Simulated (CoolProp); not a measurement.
Properties of dodecamethylpentasiloxane (MD3M) at several states (Tc = 354.9 °C, pc = 0.9540 MPa, ω = 0.730).

The numbers come from the reference Helmholtz-energy equation of state, Thol 2019 in CoolProp.

```
T (°C)  p (MPa)   phase        Z  cv (kJ/(kg K))  isothermal compressibility (1/MPa)
------  -------  ------  -------  --------------  ----------------------------------
-31.75    0.285  liquid  0.05906           1.250                            0.001013
278.05     4.52  liquid   0.6020           1.996                             0.01182
17.05      1.99  liquid   0.3607           1.411                            0.001400
342.05     1.77  liquid   0.2664           2.131                             0.07217
```
